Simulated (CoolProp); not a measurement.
A single-stage vapour-compression cycle with the fluid: evaporating at 240.15 K (dew point), condensing at 271.15 K (bubble point), superheat 0 K, subcooling 2 K, compressor efficiency 0.7, no pressure losses. The same conditions are run with several fluids, on thermodynamics alone (safety and materials aside).

Values from CoolProp's reference Helmholtz-energy equation of state of each fluid (isobutane: Bücker 2006; R410A: Lemmon 2003; propane: Lemmon 2009; nitrous oxide: Lemmon 2006; R404A: Lemmon 2003; carbonyl sulfide: Lemmon 2006). Blends and air are pseudo-pure fits.

| fluid | cooling COP | pressure ratio | discharge temperature (K) | refrigerating effect (kJ/kg) | volumetric capacity (kJ/m³) |
|---|---|---|---|---|---|
| isobutane | 4.92 | … | 285.7 | 320 | 385 |
| R410A | … | 3.16 | 303.6 | 214 | 2010 |
| propane | 4.86 | 3.00 | 291.6 | 347 | 1200 |
| nitrous oxide | 4.39 | 2.48 | 313.4 | 242 | 7460 |
| R404A | 4.63 | … | 287.7 | 153 | 1430 |
| carbonyl sulfide | 4.85 | … | 323.4 | 261 | 1740 |

Q: Complete the blanks.

A: 
- isobutane, pressure ratio: 3.61
- R410A, cooling COP: 4.77
- R404A, pressure ratio: 3.21
- carbonyl sulfide, pressure ratio: 2.91
